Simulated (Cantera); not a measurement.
## Thermodynamics of metals in furnace atmospheres, feed Ti + CO2 + N2 + H2O

Input: 1 mol Ti, 1.7 mol CO2, 280 mol N2, 4.9 mol H2O, held at 1575 °C and 0.0100 bar.

Equilibrium computed with Cantera from the NASA thermochemical tables; the gas is ideal and each condensed phase is pure. Candidate condensed phases: C, C6H6, C7H8, C8H18, H2O, Ti, TiC, TiN, TiO, TiO2, Ti2O3, Ti3O5, Ti4O7; 139 gas species. Kinetics and transport are ignored.

```yaml
x(N2): 0.977
x(H2O): 0.0131
x(H2): 0.00375
x(CO): 0.00316
x(CO2): 0.00277
x(H): 0.000325
x(OH): 8.38e-5
x(NO): 3.46e-5
x(O2): 8.54e-6
n(TiO2(rutile)): 1.000 mol
gas_amount: 286.7 mol
log10 activity of Ti4O7(s) (absent): -1.42
log10 activity of Ti3O5(s) (absent): -1.52
log10 activity of Ti2O3(s) (absent): -2.10
```
